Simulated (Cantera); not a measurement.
What does this Cantera script print?

```python
import numpy as np
import cantera as ct

gas = ct.Solution("gri30.yaml")
gas.TPX = 1100, 170000, {'CO': 0.0084, 'O2': 0.037, 'H2O': 0.0042, 'N2': 1}
reactor = ct.IdealGasConstPressureReactor(gas, energy="off", clone=False)
net = ct.ReactorNet([reactor])
net.rtol, net.atol = 1e-08, 1e-18
show = ['CO', 'O2', 'H2O', 'H', 'H2O2', 'CO2', 'HO2']
times = np.geomspace(0.0001, 80, 10)

steps = ct.SolutionArray(gas, extra=["t"])
rows = []
print(f"{'t/s':>10s}{'T/K':>9s}{'P/Pa':>11s}" + "".join(f"{s:>11s}" for s in show))
for t in times:
    while net.time < t:
        t_next = net.step()
        steps.append(gas.state, t=t_next)
    rows.append([np.interp(t, steps.t, y) for y in (steps.T, steps.P, *steps(*show).X.T)])
    print(f"{t:10.3e}{rows[-1][0]:9.1f}{rows[-1][1]:11.4g}" + "".join(f"{x:11.3e}" for x in rows[-1][2:]))
rate = np.gradient(steps.T, steps.t)
print("integrator steps:", len(steps.t))
if steps.T.max() > steps.T[0] + 200:
    print(f"time of steepest temperature rise: {steps.t[rate.argmax()]:.4e} s")
gas.TPX = 1100, 170000, {'CO': 0.0084, 'O2': 0.037, 'H2O': 0.0042, 'N2': 1}
gas.equilibrate("TP")
print(f"equilibrium (TP): T = {gas.T:.1f} K  " + "  ".join(f"{s} {gas[s].X[0]:.3e}" for s in show))
```

Output:

```
       t/s      T/K       P/Pa         CO         O2        H2O          H       H2O2        CO2        HO2
 1.000e-04   1100.0    1.7e+05  8.003e-03  3.525e-02  4.002e-03  3.550e-12  4.385e-17  4.431e-10  7.570e-12
 4.528e-04   1100.0    1.7e+05  8.003e-03  3.525e-02  4.002e-03  3.386e-11  8.761e-15  2.856e-09  3.371e-10
 2.050e-03   1100.0    1.7e+05  8.003e-03  3.525e-02  4.002e-03  3.915e-10  2.231e-12  5.021e-08  1.224e-08
 9.283e-03   1100.0    1.7e+05  7.939e-03  3.521e-02  3.997e-03  3.853e-07  3.098e-07  6.416e-05  4.357e-06
 4.203e-02   1100.0    1.7e+05  4.472e-03  3.354e-02  3.993e-03  6.736e-07  3.867e-07  3.546e-03  4.611e-06
 1.903e-01   1100.0    1.7e+05  7.881e-04  3.175e-02  4.012e-03  6.837e-08  8.250e-08  7.244e-03  1.828e-06
 8.618e-01   1100.0    1.7e+05  3.097e-05  3.139e-02  4.017e-03  1.058e-09  1.387e-09  8.004e-03  1.649e-07
 3.902e+00   1100.0    1.7e+05  2.385e-07  3.138e-02  4.017e-03  3.813e-12  6.653e-11  8.035e-03  1.975e-09
 1.767e+01   1100.0    1.7e+05  1.181e-10  3.138e-02  4.018e-03  3.700e-13  2.669e-11  8.035e-03  3.480e-10
 8.000e+01   1100.0    1.7e+05  4.850e-11  3.138e-02  4.018e-03  1.027e-13  9.057e-12  8.035e-03  2.215e-10
integrator steps: 1537
equilibrium (TP): T = 1100.0 K  CO 4.679e-11  O2 3.136e-02  H2O 4.018e-03  H 9.590e-14  H2O2 8.382e-12  CO2 8.035e-03  HO2 2.192e-10
```

Model: GRI-Mech 3.0 (53 species, 325 reactions), integrated in Cantera.
